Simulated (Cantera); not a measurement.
Feed: 1 mol V, 0.28 mol H₂O, 110 mol H₂, equilibrated at 100000 Pa.

Cantera equilibrium calculation (NASA polynomials, part measured and part estimated; ideal gas, pure solids and liquids). Candidate condensed phases: H₂O, V, VO, V₂O₃, V₂O₄, V₂O₅; 12 gas species. Each liquid is taken as pure. Mutual solubility and eutectic melting of coexisting phases are not modelled. VO: taken at fixed stoichiometry. Condensed phases not in the tables: N, O or C dissolved in the metal. Equilibrium is a limit: real reactors are often held back by kinetics, nucleation or transport.

Q: At 2425 K, list the 5 most abundant gas species with their mole fractions, and the condensed phases.

A: H₂ 0.980, H 0.0177, H₂O 0.00122, V 0.000394, VO 0.000257. Condensed: V(l) + VO(l).
